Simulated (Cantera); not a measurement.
An adiabatic, constant-volume homogeneous reactor starts with CH4 : O2 : N2 = 1 : 0.8 : 3.01 (molar parts), equivalence ratio 2.5, at 1448 K and 17.8 atm. Integrator tolerance rtol = 1e-08.

Cantera simulation using GRI-Mech 3.0 (53 species, 325 reactions); the numbers are that mechanism's predictions, not measurements. The pressure lies above the range GRI-Mech 3.0 was tuned for (to about 10 atm).

```tsv
quantity	before	after
time of steepest temperature rise	0.259 ms	0.789 ms
temperature at 0.100 s	2530 K	2042 K
equilibrium temperature	2530 K	2042 K
x(CH4) at 0.100 s	1.08e-7 (gas-phase equilibrium 1.20e-7)	9.70e-8 (gas-phase equilibrium 1.06e-7)
x(O2) at 0.100 s	1.69e-7 (gas-phase equilibrium 1.69e-7)	7.21e-10 (gas-phase equilibrium 7.21e-10)
x(C2H2) at 0.100 s	3.60e-10 (gas-phase equilibrium 4.00e-10)	4.43e-11 (gas-phase equilibrium 4.90e-11)
x(HCO) at 0.100 s	1.89e-6 (gas-phase equilibrium 1.89e-6)	1.07e-7 (gas-phase equilibrium 1.07e-7)
x(N2O) at 0.100 s	4.83e-9 (gas-phase equilibrium 4.83e-9)	1.57e-10 (gas-phase equilibrium 1.42e-10)
x(H) at 0.100 s	0.00226 (gas-phase equilibrium 0.00226)	0.000145 (gas-phase equilibrium 0.000145)
x(H2O2) at 0.100 s	1.75e-9 (gas-phase equilibrium 1.75e-9)	1.39e-11 (gas-phase equilibrium 1.39e-11)
```

Problem. Name the change that produced these shifts.
A) N2 3.01 to 8.6 parts
B) pressure from 17.8 atm to 1.00 atm
C) pressure from 17.8 atm to 4.93 atm
D) initial temperature 1448 to 1625 K

Solution. A, N2 3.01 to 8.6 parts
